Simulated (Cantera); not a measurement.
Input (Python, Cantera):

```python
import numpy as np
import cantera as ct

surf = ct.Interface("diamond.yaml", "diamond_100")
gas, bulk = surf.adjacent["gas"], surf.adjacent["diamond"]
k = surf.kinetics_species_index(bulk.species_names[0])
cover = ["c6HH", "c6H*", "c6*H", "c6**", "c6HM", "c6B"]

rows, drift = [], 0.0
print(f"{'P':>10s}{'um/h':>11s}" + "".join(f"{s:>11s}" for s in cover))
for v in [400, 650, 1000, 1700, 2700, 4400, 7100, 11000]:
    T, P, xH, xCH3 = 1175, v, 0.00083, 0.0015
    gas.TPX = T, P, {"H": xH, "CH3": xCH3, "CH4": 0.015, "H2": 1 - xH - xCH3 - 0.015}
    surf.TP = bulk.TP = T, P
    surf.coverages = "c6H*:0.1, c6HH:0.9"
    surf.advance_coverages(100.0)
    before = surf.coverages
    surf.advance_coverages(100.0)
    drift = max(drift, np.max(np.abs(surf.coverages - before) / (surf.coverages + 1e-9)))
    rate = surf.net_production_rates[k] * bulk.mean_molecular_weight / bulk.density * 3.6e9
    rows.append([rate, *surf[cover].coverages])
    print(f"{v:10.4g}{rate:11.4e}" + "".join(f"{x:11.3e}" for x in rows[-1][1:]))
```

It prints:

```
         P       um/h       c6HH       c6H*       c6*H       c6**       c6HM        c6B
       400 2.3124e-01  4.761e-01  3.410e-02  4.589e-01  1.514e-02  3.168e-03  6.275e-10
       650 4.1712e-01  4.746e-01  3.398e-02  4.573e-01  1.499e-02  5.133e-03  1.132e-09
      1000 7.2070e-01  4.726e-01  3.382e-02  4.552e-01  1.486e-02  7.831e-03  1.956e-09
      1700 1.4727e+00  4.688e-01  3.352e-02  4.511e-01  1.468e-02  1.305e-02  3.996e-09
      2700 2.8607e+00  4.637e-01  3.311e-02  4.456e-01  1.448e-02  2.011e-02  7.763e-09
      4400 5.9823e+00  4.556e-01  3.248e-02  4.370e-01  1.418e-02  3.115e-02  1.623e-08
      7100 1.2622e+01  4.444e-01  3.159e-02  4.249e-01  1.378e-02  4.660e-02  3.425e-08
   1.1e+04 2.5113e+01  4.307e-01  3.051e-02  4.104e-01  1.330e-02  6.528e-02  6.814e-08
```

Computed with Cantera and the Harris–Goodwin 1993 mechanism for the reconstructed diamond (100) surface.
